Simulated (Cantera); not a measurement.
What does this Cantera script print?

```python
import numpy as np
import cantera as ct

gas_names = """
    B BH BH2 BH3 BO BO2 B2 B2O B2O2 B2O3 B3O3H3 H HBO HBO2 HO2 H2 H2O H2O2 H3B3O6 O OH O2 O3
""".split()
cond_names = """
    B(b) B(L) B2O3(L) B3O3H3(cr) H2O(s) H2O(L)
""".split()


def load(file, names, dense=False):
    # The tables refer to 1 bar. Condensed volumes are neglected.
    table = {s.name: s for s in ct.Species.list_from_file(file)}
    out = []
    for n in names:
        d = dict(table[n].input_data)
        d["thermo"] = dict(d["thermo"], **{"reference-pressure": 1e5})
        if dense:
            d["equation-of-state"] = {"model": "constant-volume", "density": "1e6 g/cm^3"}
        out.append(ct.Species.from_dict(d))
    return out


gas = ct.Solution(thermo="ideal-gas", species=load("nasa_gas.yaml", gas_names))
cond = {s.name: ct.Solution(thermo="fixed-stoichiometry", species=[s], name=s.name)
        for s in load("nasa_condensed.yaml", cond_names, dense=True)}
atoms = {
    'B': {'B': 1},
    'H2O': {'H': 2, 'O': 1},
}
top_T = {}  # K; cautious upper limits of use, not melting points


def equilibrate(T, P, feed):
    n = {}
    for name, mol in feed.items():
        for a, k in atoms[name].items():
            n[a] = n.get(a, 0.0) + k * mol
    gas.TPX = T, P, n
    mass = sum(n.values()) * gas.mean_molecular_weight
    gas.equilibrate("TP")
    valid = [c for c in cond.values() if c.min_temp <= T <= top_T.get(c.name, c.max_temp)]
    mix = ct.Mixture([(gas, mass / gas.mean_molecular_weight)] + [(c, 0.0) for c in valid])
    mix.T, mix.P = T, P
    mix.equilibrate("TP", solver="vcs", rtol=1e-11, max_steps=5000)
    return mix


results = []
feed = {'B': 1, 'H2O': 0.19}  # mol
T = 1375  # K
P = 101325  # Pa
mix = equilibrate(T, P, feed)
results.append((T, P, feed, dict(zip(mix.species_names, mix.species_moles))))
print(gas.report(threshold=1e-06))
for i in range(1, mix.n_phases):
    print(f"{mix.phase(i).name:16s} {mix.phase_moles(i):12.5e} mol")
```

Output:

```
       temperature   1375 K
          pressure   1.0132e+05 Pa
           density   0.023075 kg/m^3
  mean mol. weight   2.6035 kg/kmol
   phase of matter   gas

                          1 kg             1 kmol
                     ---------------   ---------------
          enthalpy        9.4574e+06        2.4623e+07  J
   internal energy        5.0663e+06         1.319e+07  J
           entropy             68663        1.7877e+05  J/K
    Gibbs function       -8.4954e+07       -2.2118e+08  J
 heat capacity c_p             12645             32922  J/K
 heat capacity c_v            9451.8             24608  J/K

                      mass frac. Y      mole frac. X     chem. pot. / RT
                     ---------------   ---------------   ---------------
               BH2        1.1763e-05        2.3877e-06            -20.72
               BH3        1.6817e-05        3.1649e-06           -29.894
              B2O2        0.00014457        7.0199e-06           -86.963
              B2O3        3.4708e-05         1.298e-06           -128.07
            B3O3H3           0.22263         0.0069455           -157.97
                 H        1.3128e-06        3.3908e-06           -9.1738
               HBO         0.0085839        0.00080341           -52.655
              HBO2         0.0002485        1.4766e-05           -93.764
                H2            0.7683           0.99221           -18.348
               H2O        2.9526e-05        4.2671e-06           -59.457
     [  +13 minor]             9e-07        8.7131e-08

B(b)              8.71966e-01 mol
B2O3(L)           6.19637e-02 mol
B3O3H3(cr)        0.00000e+00 mol
```

Method: chemical equilibrium by Gibbs-energy minimisation in Cantera with the NASA 1993 tables (ideal gas, pure condensed phases). Mutual solubility and eutectic melting of coexisting phases are not modelled.
